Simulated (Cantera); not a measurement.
A perfectly stirred reactor is fed with 2.26 % C₃H₈, 20.5 % O₂, 77.2 % N₂, equivalence ratio 0.55, at 1.01 bar; it is adiabatic with a 773 K inlet, and is followed from long to short residence time, starting on the burning branch (τ in s: 0.11, 0.043, 0.016, 0.0062, 0.0024, 0.00091, 0.00035, 0.00013, 5.1e-05, 2e-05, 7.5e-06).

Computed with Cantera and GRI-Mech 3.0 (53 species, 325 reactions). GRI-Mech 3.0 was tuned for natural gas; its chemistry of propane as a main component is partial and can be far from experiment.

### Question
Predict: blow-out, bracketed by the residence times tried; x(C₃H₈) at τ = 0.110 s; x(O₂) at τ = 0.110 s; x(OH) at τ = 0.110 s; x(NO₂) at τ = 0.110 s; x(CH₃) at τ = 0.110 s; x(C₃H₈) at τ = 0.910 ms; x(O₂) at τ = 0.910 ms; x(OH) at τ = 0.910 ms; x(NO₂) at τ = 0.910 ms; x(CH₃) at τ = 0.910 ms.

### Answer
- blow-out, bracketed by the residence times tried: burning at 0.130 ms, out at 51.0 µs
- x(C₃H₈) at τ = 0.110 s: 3.14e-7
- x(O₂) at τ = 0.110 s: 0.0898
- x(OH) at τ = 0.110 s: 0.00197
- x(NO₂) at τ = 0.110 s: 2.38e-7
- x(CH₃) at τ = 0.110 s: 5.54e-7
- x(C₃H₈) at τ = 0.910 ms: 1.09e-5
- x(O₂) at τ = 0.910 ms: 0.0916
- x(OH) at τ = 0.910 ms: 0.00551
- x(NO₂) at τ = 0.910 ms: 1.28e-8
- x(CH₃) at τ = 0.910 ms: 1.14e-5
